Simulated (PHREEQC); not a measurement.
# Brine: an equilibrium model

Dissolve 1.3 mol/kgw K2CO3 and 0.0039 mol/kgw Na2B4O7 at 10 °C. Closed to the air; pH follows from the charge balance.

Computed with PHREEQC (Pitzer model, pitzer.dat).

Each row changes one thing in this solution. Precipitation was switched off in this run.

```tsv
case	pH	ionic strength (mol/kgw)	B(OH)3 (mol/kgw)	B3O3(OH)4- (mol/kgw)
as made	12.02	3.90	3.10e-5	5.47e-10
diluted 2-fold with water	11.90	1.95	1.40e-5	6.79e-11
Na2B4O7 from 0.0039 to 0.00195 mol/kgw	12.17	3.90	1.09e-5	3.40e-11
temperature from 10 to 20 °C	11.85	3.90	4.49e-5	1.15e-9
0.019 mol/kgw K2SiO3 added	12.43	3.95	1.22e-5	8.36e-11
temperature from 10 to 30 °C	11.70	3.90	6.31e-5	2.29e-9
K2CO3 replaced by KCl at the same molality	8.98	1.31	0.00775	2.21e-5
```

In brines, pH and single-ion activities rest on the MacInnes convention. Away from 25 °C the constants follow the database's enthalpies or fits; those with neither stay at their 25 °C values.
